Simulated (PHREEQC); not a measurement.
Model water analysis in mg/kgw, 25 °C, pH 7.4, pe -0.3: Na 259; K 0.00603; Ca 60.1; Mg 5.02; Cl 159; S(6) as SO4 250; Alkalinity as HCO3 275; B 0.0989; N(-3) as NH4 3.37.

Cl is adjusted to close the charge balance.
Valence states are taken as typed.

Computed with PHREEQC (ion-association model, wateq4f.dat).

This is a speciation only: nothing precipitates in the calculation.

**Question.** Estimate the ionic strength.

**Answer.** ionic strength 0.0179 mol/kgw.

**Question.** In which forms is Mg present?

**Answer.** Mg+2 81 %, MgSO4 16 %, MgHCO3+ 2.6 % of the Mg.
